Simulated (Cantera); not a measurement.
Input (Python, Cantera) and output of one run.

```python
import numpy as np
import cantera as ct

gas_names = [...]  # 109 gases of nasa_gas.yaml made of C, Cl, H, Si
cond_names = """
    C(gr) C6H6(L) C7H8(L) C8H18(L),n-octa Si(cr) Si(L) SiC(b)
""".split()


# ... load() reads the species with a 1 bar reference pressure and builds the phases ...
atoms = {
    'SiCl4': {'Si': 1, 'CL': 4},
    'C3H8': {'C': 3, 'H': 8},
    'H2': {'H': 2},
}
top_T = {'C(gr)': 4500, 'SiC(b)': 3050}  # K; cautious upper limits of use, not melting points


# ... equilibrate(T, P, feed) seeds the gas with the atoms and calls Mixture.equilibrate('TP', solver="vcs", rtol=1e-11, max_steps=5000) ...
results = []
feed = {'SiCl4': 1, 'C3H8': 0.017, 'H2': 45}  # mol
P = 1000  # Pa
for T in [1450, 1550, 1650, 1750, 1850, 1950, 2050, 2150, 2250, 2350]:
    mix = equilibrate(T, P, feed)
    results.append((T, P, feed, dict(zip(mix.species_names, mix.species_moles))))

top = {s: max(r[3][s] / sum(r[3][g] for g in gas_names) for r in results) for s in gas_names}
cols = sorted((s for s in top if top[s] > 0.0001), key=lambda s: -top[s])[:7]
seen = [c for c in cond_names if any(r[3].get(c, 0) > 1e-12 for r in results)]
print("log10 of partial pressures in bar; condensed amounts in mol")
print(f"{'T/K':>10s}" + "".join(f"{s[:9]:>10s}" for s in cols + seen))
for T, P, feed, n in results:
    ng = sum(n[g] for g in gas_names)
    print(f"{T:10.4g}" + "".join(f"{np.log10(max(n[s] / ng * P / 1e5, 1e-99)):10.3f}" for s in cols)
          + "".join(f"{n.get(c, 0):10.4g}" for c in seen))
```

Output:

```
log10 of partial pressures in bar; condensed amounts in mol
       T/K        H2         H       HCL        Si     SiCL2        CL      SiCL    Si(cr)     Si(L)    SiC(b)
      1450    -2.033    -6.041    -3.221    -8.512    -3.921    -7.319    -7.663    0.3698         0   0.05099
      1550    -2.033    -5.518    -3.227    -7.479    -3.899    -6.811    -7.005    0.3471         0   0.05099
      1650    -2.033    -5.058    -3.233    -6.572    -3.883    -6.364    -6.431    0.3249         0   0.05099
      1750    -2.034    -4.650    -3.227    -5.824    -3.899    -5.957    -5.964         0     0.338   0.05093
      1850    -2.036    -4.287    -3.216    -5.191    -3.935    -5.586    -5.576         0    0.3505   0.05055
      1950    -2.040    -3.961    -3.209    -4.623    -3.973    -5.255    -5.232         0    0.2856   0.04838
      2050    -2.048    -3.668    -3.210    -4.112    -4.017    -4.961    -4.927         0  0.007798   0.03792
      2150    -2.060    -3.405    -3.170    -3.940    -4.263    -4.650    -4.898         0         0   0.01525
      2250    -2.077    -3.168    -3.155    -3.837    -4.578    -4.386    -4.946         0         0         0
      2350    -2.100    -2.954    -3.164    -3.786    -4.949    -4.163    -5.052         0         0         0
```

These are equilibrium values from Cantera (NASA tables, ideal gas, pure condensed phases), not measurements of a reactor. Mutual solubility and eutectic melting of coexisting phases are not modelled. The tables' values for SiCl, SiCl3 are old estimates; treat these amounts as uncertain. Gases not in the tables: Si2H6 and higher silanes.
